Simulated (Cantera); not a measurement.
A closed system holds: 1 mol NH3, 0.15 mol SO2, 50 mol N2, equilibrated at 1.00 bar.

Method: chemical equilibrium by Gibbs-energy minimisation in Cantera with the NASA 1993 tables (ideal gas, pure condensed phases). Candidate condensed phases: H2O, H2SO4, S; 60 gas species. Ions and electrons are included (thermal ionisation). Kinetics and transport are ignored.

**Question.** At 4000 K, list the 4 most abundant gas species with their mole fractions, and the condensed phases.

**Answer.** N2 0.936, H 0.0532, O 0.00449, S 0.00270. Condensed: gas only.
